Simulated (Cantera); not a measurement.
An adiabatic, constant-volume homogeneous reactor starts with CH4 : H2 : O2 : N2 = 1 : 0.039 : 0.841 : 3.16 (molar parts), equivalence ratio 2.4, at 1075 K and 500000 Pa. Integrator tolerance rtol = 1e-08.

Model: GRI-Mech 3.0 (53 species, 325 reactions), integrated in Cantera.

Q: What does this change do: constant pressure in place of constant volume?

A: 
```
quantity                                                              before                                      after
---------------------------------  -----------------------------------------  -----------------------------------------
time of steepest temperature rise                                    32.0 ms                                    34.6 ms
temperature at 0.200 s                                                2250 K                                     1953 K
equilibrium temperature                                               2250 K                                     1953 K
x(CH4) at 0.200 s                    3.09e-8 (gas-phase equilibrium 3.48e-8)    5.75e-6 (gas-phase equilibrium 3.24e-8)
x(H2) at 0.200 s                         0.230 (gas-phase equilibrium 0.230)        0.233 (gas-phase equilibrium 0.233)
x(O2) at 0.200 s                     3.45e-8 (gas-phase equilibrium 3.45e-8)    1.40e-9 (gas-phase equilibrium 1.40e-9)
x(HCO) at 0.200 s                    4.12e-7 (gas-phase equilibrium 4.12e-7)    7.45e-8 (gas-phase equilibrium 7.46e-8)
x(N2O) at 0.200 s                  7.47e-10 (gas-phase equilibrium 7.41e-10)  7.08e-11 (gas-phase equilibrium 4.49e-11)
x(O) at 0.200 s                      1.92e-7 (gas-phase equilibrium 1.92e-7)    7.79e-9 (gas-phase equilibrium 7.79e-9)
x(NO) at 0.200 s                     4.75e-6 (gas-phase equilibrium 4.62e-6)    1.14e-6 (gas-phase equilibrium 4.42e-7)
```
